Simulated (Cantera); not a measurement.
Feed: 1 mol SiH4, 3.8 mol O2, 0.43 mol H2, equilibrated at 10.0 Torr.

These are equilibrium values from Cantera (NASA tables, ideal gas, pure condensed phases), not measurements of a reactor. Candidate condensed phases: H2O, Si, SiO2; 18 gas species. The tables hold silica as quartz up to 1696 K and as liquid above; real silica turns to tridymite and cristobalite and melts near 1996 K. Equilibrium is a limit: real reactors are often held back by kinetics, nucleation or transport. All values below are at 1198 K.

Base state: H2O 0.605, O2 0.395, OH 2.47e-5 (mole fractions); condensed: SiO2(β-quartz).

What changes in the equilibrium state with this change: O2 from 3.8 to 0.5 mol?


| species | before | after |
|---|---|---|
| H2 | 1.02e-7 | 1.000 |
| SiO | <1e-9 | 3.80e-5 |
| H2O | 0.605 | 5.61e-8 |
| O2 | 0.395 | <1e-9 |
| OH | 2.47e-5 | <1e-9 |
| SiO2(β-quartz), mol | 1.00 | 0.500 |
| Si(s), mol | 0 | 0.500 |
Mutual solubility and eutectic melting of coexisting phases are not modelled.
